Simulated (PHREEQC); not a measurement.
Dissolve 0.098 mmol/kgw CO2 and 0.058 mmol/kgw ZnSO4 at 25 °C. Closed to the air; pH follows from the charge balance.

Equilibrium calculation in PHREEQC: ion-association model, phreeqc.dat.

```json
{
  "pH": "5.19",
  "ionic_strength": "0.000236 mol/kgw"
}
```

```tsv
species	molality	activity	log γ
CO2	9.15e-5	9.15e-5	0.000
SO4-2	5.73e-5	5.34e-5	-0.031
Zn+2	5.73e-5	5.34e-5	-0.031
H+	6.50e-6	6.39e-6	-0.007
HCO3-	6.48e-6	6.37e-6	-0.008
ZnSO4	6.68e-7	6.68e-7	0.000
ZnHCO3+	4.36e-8	4.28e-8	-0.008
HSO4-	3.38e-8	3.32e-8	-0.008
ZnOH+	9.32e-9	9.16e-9	-0.008
OH-	1.61e-9	1.58e-9	-0.008
```

No solid was allowed to form. Species that the database lacks are ignored.
